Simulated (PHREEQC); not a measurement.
Solution A (0.0054 mol/kgw HBr) is mixed with solution B (0.0025 mol Mg(NO3)2 and 0.0001 mol CdCl2 per kg of water) at 25 °C; shares are by mass of water, 1 kg in all. O2 is buffered at 0.21 atm. CO2 from the air is kept out. Solids allowed: Brucite, Cd(OH)2, CdOHCl. Others were left out.

Computed with PHREEQC (ion-association model, wateq4f.dat).

| share of solution B | pH | Cd+2 (mol/kgw) | CdBr+ (mol/kgw) |
|---|---|---|---|
| 0 | 2.30 | 0 | 0 |
| 0.1 | 2.34 | 6.51e-6 | 3.40e-6 |
| 0.2 | 2.40 | 1.36e-5 | 6.25e-6 |
| 0.3 | 2.45 | 2.12e-5 | 8.49e-6 |
| 0.4 | 2.52 | 2.95e-5 | 1.01e-5 |
| 0.5 | 2.60 | 3.86e-5 | 1.09e-5 |
| 0.6 | 2.70 | 4.84e-5 | 1.09e-5 |
| 0.7 | 2.82 | 5.91e-5 | 9.88e-6 |
| 0.8 | 3.00 | 7.09e-5 | 7.84e-6 |
| 0.9 | 3.30 | 8.37e-5 | 4.60e-6 |
| 1 | 6.82 | 9.78e-5 | 0 |
